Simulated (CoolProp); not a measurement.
Vapour pressure (MPa) of R1336mzz(E): the reference equation beside estimates from Tc = 130.4 °C, pc = 2.779 MPa, ω = 0.413.

Computed with CoolProp (reference Helmholtz-energy equation of state, Akasaka 2023).

| T (°C) | reference | van der Waals | Redlich-Kwong | Peng-Robinson |
|---|---|---|---|---|
| -43.75 | 0.006801 | 0.1755 | 0.03154 | 0.007272 |
| -39.55 | 0.008971 | 0.1957 | 0.03867 | 0.009496 |
| -35.25 | 0.01176 | 0.2180 | 0.04720 | 0.01234 |
| -31.05 | 0.01514 | 0.2413 | 0.05686 | 0.01576 |
| -26.75 | 0.01939 | 0.2669 | 0.06825 | 0.02004 |
| -22.45 | 0.02457 | 0.2943 | 0.08128 | 0.02524 |
| -18.25 | 0.03066 | 0.3229 | 0.09575 | 0.03133 |
| -13.95 | 0.03811 | 0.3539 | 0.1125 | 0.03877 |
| -9.75 | 0.04673 | 0.3862 | 0.1308 | 0.04735 |
| -5.45 | 0.05711 | 0.4211 | 0.1518 | 0.05766 |
| -1.25 | 0.06894 | 0.4573 | 0.1746 | 0.06941 |
| 3.05 | 0.08299 | 0.4963 | 0.2005 | 0.08334 |
| 7.35 | 0.09921 | 0.5375 | 0.2290 | 0.09942 |
| 11.55 | 0.1174 | 0.5798 | 0.2596 | 0.1174 |
| 15.85 | 0.1385 | 0.6253 | 0.2938 | 0.1384 |

Absolute difference from the reference over all 15 rows, mean and median: van der Waals 1038.5 and 828.6 %, Redlich-Kwong 211.1 and 195.2 %, Peng-Robinson 2.4 and 1.7 %.
